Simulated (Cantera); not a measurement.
A Cantera script and what it prints.

```python
import numpy as np
import cantera as ct

gas_names = [...]  # 136 gases of nasa_gas.yaml made of C, H, N, O
cond_names = """
    C(gr) C6H6(L) C7H8(L) C8H18(L),n-octa H2O(s) H2O(L)
""".split()


# ... load() reads the species with a 1 bar reference pressure and builds the phases ...
atoms = {
    'C': {'C': 1},
    'H2O': {'H': 2, 'O': 1},
    'N2': {'N': 2},
}
top_T = {'C(gr)': 4500}  # K; cautious upper limits of use, not melting points


# ... equilibrate(T, P, feed) seeds the gas with the atoms and calls Mixture.equilibrate('TP', solver="vcs", rtol=1e-11, max_steps=5000) ...
results = []
P = 30  # Pa
for T in [2225, 2275, 2325, 2375, 2425, 2475, 2525, 2575, 2625, 2675]:
    for m in [0.14, 0.3, 0.46, 0.62, 0.78, 0.94, 1.1, 1.3]:
        feed = {'C': 1, 'H2O': m, 'N2': 42}  # mol
        mix = equilibrate(T, P, feed)
        results.append((T, P, feed, dict(zip(mix.species_names, mix.species_moles))))

for T, P, feed, n in results:
    print(f"{T:7g} {feed['H2O']:10.4g}  " + (" + ".join(c for c in cond_names if n.get(c, 0) > 1e-12) or "gas only"))
```

Result:

```
   2225       0.14  C(gr)
   2225        0.3  C(gr)
   2225       0.46  C(gr)
   2225       0.62  C(gr)
   2225       0.78  C(gr)
   2225       0.94  gas only
   2225        1.1  gas only
   2225        1.3  gas only
   2275       0.14  C(gr)
   2275        0.3  C(gr)
   2275       0.46  C(gr)
   2275       0.62  C(gr)
   2275       0.78  C(gr)
   2275       0.94  gas only
   2275        1.1  gas only
   2275        1.3  gas only
   2325       0.14  C(gr)
   2325        0.3  C(gr)
   2325       0.46  C(gr)
   2325       0.62  C(gr)
   2325       0.78  C(gr)
   2325       0.94  gas only
   2325        1.1  gas only
   2325        1.3  gas only
   2375       0.14  C(gr)
   2375        0.3  C(gr)
   2375       0.46  C(gr)
   2375       0.62  C(gr)
   2375       0.78  C(gr)
   2375       0.94  gas only
   2375        1.1  gas only
   2375        1.3  gas only
   2425       0.14  C(gr)
   2425        0.3  C(gr)
   2425       0.46  C(gr)
   2425       0.62  C(gr)
   2425       0.78  gas only
   2425       0.94  gas only
   2425        1.1  gas only
   2425        1.3  gas only
   2475       0.14  C(gr)
   2475        0.3  C(gr)
   2475       0.46  C(gr)
   2475       0.62  gas only
   2475       0.78  gas only
   2475       0.94  gas only
   2475        1.1  gas only
   2475        1.3  gas only
   2525       0.14  C(gr)
   2525        0.3  gas only
   2525       0.46  gas only
   2525       0.62  gas only
   2525       0.78  gas only
   2525       0.94  gas only
   2525        1.1  gas only
   2525        1.3  gas only
   2575       0.14  gas only
   2575        0.3  gas only
   2575       0.46  gas only
   2575       0.62  gas only
   2575       0.78  gas only
   2575       0.94  gas only
   2575        1.1  gas only
   2575        1.3  gas only
   2625       0.14  gas only
   2625        0.3  gas only
   2625       0.46  gas only
   2625       0.62  gas only
   2625       0.78  gas only
   2625       0.94  gas only
   2625        1.1  gas only
   2625        1.3  gas only
   2675       0.14  gas only
   2675        0.3  gas only
   2675       0.46  gas only
   2675       0.62  gas only
   2675       0.78  gas only
   2675       0.94  gas only
   2675        1.1  gas only
   2675        1.3  gas only
```

Method: chemical equilibrium by Gibbs-energy minimisation in Cantera with the NASA 1993 tables (ideal gas, pure condensed phases).
